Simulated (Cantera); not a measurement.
Metals in furnace atmospheres: Pb + H2S + N2 + NH3

Charge: 1 mol Pb, 0.0057 mol H2S, 49 mol N2, 2.5 mol NH3, at 927 °C and 12000 Pa.

These are equilibrium values from Cantera (NASA tables, ideal gas, pure condensed phases), not measurements of a reactor. Candidate condensed phases: Pb, PbS, S; 18 gas species. Equilibrium is a limit: real reactors are often held back by kinetics, nucleation or transport.

```yaml
x(N2): 0.925
x(H2): 0.0692
x(Pb): 0.00536
x(PbS): 9.63e-5
x(H2S): 8.67e-6
n(Pb(l)): 0.704 mol
gas_amount: 54.30 mol
log10 activity of S(l) (absent): -6.05
```
